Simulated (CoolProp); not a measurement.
A single-stage vapour-compression cycle with isobutane: evaporating at 268.15 K (dew point), condensing at 324.15 K (bubble point), superheat 2 K, subcooling 5 K, compressor efficiency 0.9, no pressure losses. Each further row changes one setting.

Model: reference Helmholtz-energy equation of state, Bücker 2006, in CoolProp.

| case | cooling COP | pressure ratio | discharge temperature (K) | refrigerating effect (kJ/kg) | volumetric capacity (kJ/m³) |
|---|---|---|---|---|---|
| as stated | ? | 5.36 | 324.2 | 239 | 852 |
| evaporating temperature 273.15 K | ? | 4.47 | 324.2 | 246 | 1040 |
| condensing temperature 319.15 K | 3.84 | ? | 319.5 | 252 | 897 |
| subcooling 10 K | ? | 5.36 | 324.2 | 252 | 897 |
| superheat 12 K | ? | 5.36 | 333.5 | 255 | 871 |
| compressor efficiency 0.8 | ? | 5.36 | ? | 239 | 852 |

What belongs in the gaps?


- as stated, cooling COP: 3.37
- evaporating temperature 273.15 K, cooling COP: 3.88
- condensing temperature 319.15 K, pressure ratio: 4.73
- subcooling 10 K, cooling COP: 3.55
- superheat 12 K, cooling COP: 3.44
- compressor efficiency 0.8, cooling COP: 3.00
- compressor efficiency 0.8, discharge temperature (K): 328.3

The compression ends wet for: as stated; evaporating temperature 273.15 K; subcooling 10 K.
